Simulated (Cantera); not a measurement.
Input: 1 mol PbO, 0.021 mol O2, 1 mol H2, held at 2330 Torr.

Method: chemical equilibrium by Gibbs-energy minimisation in Cantera with the NASA 1993 tables (ideal gas, pure condensed phases). Candidate condensed phases: H2O, Pb, PbO, PbO2, Pb3O4; 12 gas species. Each liquid is taken as pure. Mutual solubility and eutectic melting of coexisting phases are not modelled. Gases not in the tables: (PbO)n polymers. Kinetics and transport are ignored.

x: gas mole fraction; n: condensed amount in mol.

```csv
T (K),x H2O,x Pb,x H2,x PbO,x OH,n Pb(s),n PbO(red),n Pb(l),n PbO(yellow),n PbO(l)
473,1.000,<1e-12,4.42e-6,<1e-12,<1e-12,0.958,0.0420,0,0,0
573,1.000,<1e-12,1.42e-5,<1e-12,<1e-12,0.958,0.0420,0,0,0
673,1.000,9.88e-11,3.07e-5,<1e-12,<1e-12,0,0.0420,0.958,0,0
773,1.000,7.45e-9,5.49e-5,5.17e-12,<1e-12,0,0,0.958,0.0421,0
873,1.000,2.05e-7,8.89e-5,7.61e-10,?,0,0,0.958,0.0421,0
973,1.000,2.82e-6,0.000133,3.90e-8,?,0,0,0.958,0.0421,0
1073,1.000,2.36e-5,0.000189,9.38e-7,?,0,0,0.958,0.0422,0
1173,1.000,0.000136,0.000265,1.25e-5,?,0,0,0.958,0,0.0423
1273,0.999,0.000592,0.000429,9.02e-5,?,0,0,0.957,0,0.0423
```

**Question.** Some entries are withheld; supply them.

**Answer.** 
- 873, x OH: 2.03e-12
- 973, x OH: 9.49e-11
- 1073, x OH: 2.16e-9
- 1173, x OH: 2.83e-8
- 1273, x OH: 2.25e-7
